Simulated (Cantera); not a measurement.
Mixture: CO : H₂ : O₂ : N₂ = 1 : 0.1 : 0.423 : 1.78 (molar parts), equivalence ratio 1.3, at 7500 Torr, adiabatic and at constant pressure. Ignition delay is the time to a rise of 400 K.

Model: GRI-Mech 3.0 (53 species, 325 reactions), integrated in Cantera. The hydrogen kinetics of GRI-Mech 3.0 are dated; newer H2 mechanisms differ, most at raised pressure. Where the delays flatten at high temperature, the 400 K rule measures the pace of heat release, not the induction time.

Question: Predict: delay at 1175 K; delay at 1250 K; delay at 1325 K; delay at 1400 K; delay at 1475 K; delay at 1550 K; delay at 1625 K.

Answer: 
```json
{
 "delay at 1175 K": "64.0 µs",
 "delay at 1250 K": "19.8 µs",
 "delay at 1325 K": "10.0 µs",
 "delay at 1400 K": "6.55 µs",
 "delay at 1475 K": "4.90 µs",
 "delay at 1550 K": "3.97 µs",
 "delay at 1625 K": "3.40 µs"
}
```
